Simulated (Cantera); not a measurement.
Source: NASA polynomial tables (part measured, part estimated), evaluated in Cantera. Values are per mole of reaction as written; species without (g) are pure solids or liquids, kept so even where they would boil at 1 bar.

2 SiH2Cl2(g) + C2H4(g) → 2 CH4(g) + 2 SiCl2(g)

```csv
T (K),ΔH° (kJ),ΔS° (J/K),ΔG° (kJ),log10 K
300,…,…,…,…
550,100.1,138.5,23.9,-2.27
750,96.1,132.4,-3.2,0.22
950,91.7,127.2,-29.1,1.60
1150,87.6,123.2,-54.2,2.46
1350,…,…,…,…
1550,80.6,118.0,-102.3,3.45
1750,…,…,…,…
1950,75.6,115.1,-148.9,3.99
2150,73.8,114.3,-171.8,4.17
2350,…,…,…,…
```

Problem. Some entries are withheld; supply them.

Solution. 
- 300, ΔH° (kJ): 102.1
- 300, ΔS° (J/K): 142.7
- 300, ΔG° (kJ): 59.3
- 300, log10 K: -10.32
- 1350, ΔH° (kJ): 83.9
- 1350, ΔS° (J/K): 120.3
- 1350, ΔG° (kJ): -78.5
- 1350, log10 K: 3.04
- 1750, ΔH° (kJ): 77.9
- 1750, ΔS° (J/K): 116.3
- 1750, ΔG° (kJ): -125.7
- 1750, log10 K: 3.75
- 2350, ΔH° (kJ): 72.5
- 2350, ΔS° (J/K): 113.7
- 2350, ΔG° (kJ): -194.6
- 2350, log10 K: 4.33
